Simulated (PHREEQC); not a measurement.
A solution holds 22 mmol/kgw CuSO4 and 0.2 mmol/kgw NaCl, at 25 °C. Closed to the air; pH follows from the charge balance.

The numbers come from PHREEQC with the ion-association model, wateq4f.dat.

This is a speciation only: nothing precipitates in the calculation.

### Question
Predict the pH, ionic strength.

### Answer
pH 4.76; ionic strength 0.0556 mol/kgw.

### Question
In which forms is Na present?

### Answer
Na+ 97 %, NaSO4- 3.0 % of the Na.

The solution is supersaturated, for example in Antlerite, Brochantite, so a real one may precipitate; this is no full list.
